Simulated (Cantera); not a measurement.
A perfectly stirred reactor is fed with H2 : O2 : N2 = 0.32 : 1.3 : 4.7 (molar parts), equivalence ratio 0.12, at 360 Torr; it is held at 923 K, and followed from long to short residence time.

Computed with Cantera and GRI-Mech 3.0 (53 species, 325 reactions). Below about 950 K walls govern HO2 and H2O2 in real vessels. The temperature is held fixed by assumption; the heat of reaction is taken as removed at once.

One state of this run: x H2 = 0.00590; x O2 = 0.187; x H2O2 = 0.000153; x NO = 2.38e-11; x N2O = 2.46e-8; x HO2 = 2.37e-5. x: mole fraction; the columns are a selection and need not sum to one.

Question: Which value of τ (s) does it belong to?
A. 2.6
B. 0.090
C. 0.0010
D. 0.28

Answer: A, 2.6
